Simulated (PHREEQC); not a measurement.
## Phosphoric acid bath (model solution)

Dissolve 9.9 mmol/kgw NaH2PO4 and 0.085 mmol/kgw HCl at 70 °C. Closed to the air; pH follows from the charge balance.

The numbers come from PHREEQC with the ion-association model, phreeqc.dat.

This is a speciation only: nothing precipitates in the calculation.

Predict the pH.

pH 4.44.

Constants without temperature data keep their 25 °C values here.
